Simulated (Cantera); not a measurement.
What does this Cantera script print?

```python
import numpy as np
import cantera as ct

gas_names = """
    CL CLF CLF3 CL2 F F2 Si SiCL SiCL2 SiCL3 SiCL4 SiF SiF2 SiF3 SiF4 Si2 Si3
""".split()
cond_names = """
    Si(cr) Si(L)
""".split()


# ... load() reads the species with a 1 bar reference pressure and builds the phases ...
atoms = {
    'Si': {'Si': 1},
    'F2': {'F': 2},
    'Cl2': {'CL': 2},
}
top_T = {}  # K; cautious upper limits of use, not melting points


# ... equilibrate(T, P, feed) seeds the gas with the atoms and calls Mixture.equilibrate('TP', solver="vcs", rtol=1e-11, max_steps=5000) ...
results = []
T = 925  # K
P = 2.2  # Pa
for m in [0.58, 0.75, 0.98, 1.3, 1.7, 2.2, 2.8]:
    feed = {'Si': 1, 'F2': m, 'Cl2': 4.3}  # mol
    mix = equilibrate(T, P, feed)
    results.append((T, P, feed, dict(zip(mix.species_names, mix.species_moles))))
    x = sorted(zip(gas.X, gas.species_names), reverse=True)
    print(f"T = {T:g} K  P = {P:g} Pa  n(F2) = {m:g} mol  gas = {mix.phase_moles(0):.4g} mol")
    print("   x: " + "  ".join(f"{s} {v:.3e}" for v, s in x if v > 0.0001))
    print("   condensed (mol): " + ("  ".join(f"{mix.phase(i).name} {mix.phase_moles(i):.4g}"
          for i in range(1, mix.n_phases) if mix.phase_moles(i) > 1e-12) or "none"))
```

Output:

```
T = 925 K  P = 2.2 Pa  n(F2) = 0.58 mol  gas = 3.921 mol
   x: CL2 7.240e-01  SiCL4 1.811e-01  SiF4 7.396e-02  CL 2.099e-02
   condensed (mol): none
T = 925 K  P = 2.2 Pa  n(F2) = 0.75 mol  gas = 4.093 mol
   x: CL2 7.346e-01  SiCL4 1.527e-01  SiF4 9.161e-02  CL 2.114e-02
   condensed (mol): none
T = 925 K  P = 2.2 Pa  n(F2) = 0.98 mol  gas = 4.326 mol
   x: CL2 7.475e-01  SiCL4 1.179e-01  SiF4 1.133e-01  CL 2.133e-02
   condensed (mol): none
T = 925 K  P = 2.2 Pa  n(F2) = 1.3 mol  gas = 4.65 mol
   x: CL2 7.634e-01  SiF4 1.398e-01  SiCL4 7.527e-02  CL 2.155e-02
   condensed (mol): none
T = 925 K  P = 2.2 Pa  n(F2) = 1.7 mol  gas = 5.055 mol
   x: CL2 7.804e-01  SiF4 1.681e-01  SiCL4 2.967e-02  CL 2.179e-02
   condensed (mol): none
T = 925 K  P = 2.2 Pa  n(F2) = 2.2 mol  gas = 5.56 mol
   x: CL2 7.272e-01  SiF4 1.798e-01  CLF 7.131e-02  CL 2.104e-02  F 6.330e-04
   condensed (mol): none
T = 925 K  P = 2.2 Pa  n(F2) = 2.8 mol  gas = 6.165 mol
   x: CL2 5.598e-01  CLF 2.569e-01  SiF4 1.622e-01  CL 1.846e-02  F 2.599e-03
   condensed (mol): none
```

Cantera equilibrium calculation (NASA polynomials, part measured and part estimated; ideal gas, pure solids and liquids).
